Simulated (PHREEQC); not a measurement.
Dissolve 0.0079 mol/kgw CuSO4, 0.0081 mol/kgw HBF4 and 0.17 mol/kgw NaCl at 50 °C. Closed to the air; pH follows from the charge balance.

The numbers come from PHREEQC with the ion-association model, phreeqc.dat.

Precipitation was switched off in this run.

Order these B species by the share of B that they hold, largest first: BF3OH-, BF4-, BF2(OH)2-, H3BO3.

BF4- (70 %), H3BO3 (21 %), BF3OH- (6.0 %), BF2(OH)2- (2.9 %)

The pH is 2.33 and the ionic strength 0.197 mol/kgw. Species that the database lacks are ignored. Away from 25 °C the constants follow the database's enthalpies or fits; those with neither stay at their 25 °C values. Real BF4- forms and hydrolyses slowly; the run takes it at equilibrium.
